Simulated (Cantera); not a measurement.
Charge: 1 mol SO2, 0.11 mol O2, held at 1950 K and 10.0 mbar.

Equilibrium computed with Cantera from the NASA thermochemical tables; the gas is ideal and each condensed phase is pure. Candidate condensed phases: S; 10 gas species. Equilibrium is a limit: real reactors are often held back by kinetics, nucleation or transport.

Base state: SO2 0.896, O2 0.0994, SO 0.00265, O 0.00142, SO3 0.000183 (mole fractions); condensed: gas only.

What changes in the equilibrium state with this change: pressure from 10.0 mbar to 0.100 bar?


```
species    before     after
-------  --------  --------
SO2         0.896     0.899
O2         0.0994    0.0990
SO        0.00265  0.000843
O         0.00142  0.000449
SO3      0.000183  0.000580
```
